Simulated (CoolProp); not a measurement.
Saturated liquid density (kg/m³) of n-dodecane: the reference equation beside estimates from Tc = 385.0 °C, pc = 1818 kPa, ω = 0.574. Rackett uses Z = 0.29056 − 0.08775 ω.

Computed with CoolProp (reference Helmholtz-energy equation of state, Lemmon 2004). It is a short technical equation, of lower accuracy than the large ones.

```tsv
T (°C)	reference	Rackett	van der Waals	Soave-Redlich-Kwong	Peng-Robinson
24.55	746.0	782.9	380.5	591.8	663.4
48.35	728.4	764.9	373.3	583.0	654.2
72.05	710.8	746.6	365.8	573.4	644.1
95.85	693.0	727.6	357.9	562.8	632.9
119.55	674.9	708.0	349.6	551.2	620.5
143.35	656.3	687.7	340.8	538.3	606.8
167.15	637.0	666.5	331.4	524.0	591.4
190.85	616.9	644.4	321.5	508.2	574.2
214.65	595.5	621.1	310.9	490.3	554.7
238.45	572.7	596.2	299.3	470.1	532.5
262.15	547.9	569.6	286.8	447.2	507.0
```

Absolute difference from the reference over all 11 rows, mean and median: Rackett 4.6 and 4.8 %, van der Waals 48.2 and 48.1 %, Soave-Redlich-Kwong 18.6 and 18.3 %, Peng-Robinson 8.2 and 7.5 %.
